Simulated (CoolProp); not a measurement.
A single-stage vapour-compression cycle with R236FA: evaporating at 261.15 K (dew point), condensing at 297.15 K (bubble point), superheat 0 K, subcooling 5 K, compressor efficiency 0.8, no pressure losses. Each further row changes one setting.

Computed with CoolProp (reference Helmholtz-energy equation of state, Pan 2012).

| case | cooling COP | pressure ratio | discharge temperature (K) | refrigerating effect (kJ/kg) | volumetric capacity (kJ/m³) |
|---|---|---|---|---|---|
| as stated | 5.09 | 4.11 | 297.5 | 127 | 591 |
| evaporating temperature 266.15 K | … | 3.28 | 297.1 | 131 | 749 |
| condensing temperature 292.15 K | 6.09 | … | 292.8 | 133 | 619 |
| subcooling 10 K | … | 4.11 | 297.5 | 133 | 619 |
| superheat 10 K | … | 4.11 | 307.7 | 135 | … |
| compressor efficiency 0.7 | 4.46 | 4.11 | 301.5 | 127 | 591 |

Fill in the missing entries.


- evaporating temperature 266.15 K, cooling COP: 6.18
- condensing temperature 292.15 K, pressure ratio: 3.46
- subcooling 10 K, cooling COP: 5.34
- superheat 10 K, cooling COP: 5.16
- superheat 10 K, volumetric capacity (kJ/m³): 601

The compression ends wet for: evaporating temperature 266.15 K.
